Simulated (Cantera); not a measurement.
Predominance diagram of Li at 627 °C against the partial pressures of O₂ and H₂O (log10, bar). Source: NASA polynomial tables (part measured, part estimated), evaluated in Cantera. Candidates: Li(l), LiH(s), LiOH(l), Li₂O(s). Only these pure phases compete in this equilibrium. Not in the tables: the peroxide.

Q: Which phase is stable at these pairs, and which metal-bearing vapour leads over it? (-3.3, -1.7); (-10.8, -6.8); (-2.5, -6.8); (-10.8, -1.7); (0, 0); (-13.3, -5.1); (-2.5, -17)

A: 
| log p(O₂) | log p(H₂O) | phase | chief vapour | log p (bar) |
|---|---|---|---|---|
| -3.3 | -1.7 | Li₂O(s) | LiOH | -6.6 |
| -10.8 | -6.8 | Li₂O(s) | LiOH | -9.1 |
| -2.5 | -6.8 | Li₂O(s) | LiOH | -9.1 |
| -10.8 | -1.7 | Li₂O(s) | LiOH | -6.6 |
| 0 | 0 | LiOH(l) | LiOH | -6.3 |
| -13.3 | -5.1 | Li₂O(s) | LiOH | -8.3 |
| -2.5 | -17 | Li₂O(s) | LiOH | -14.2 |
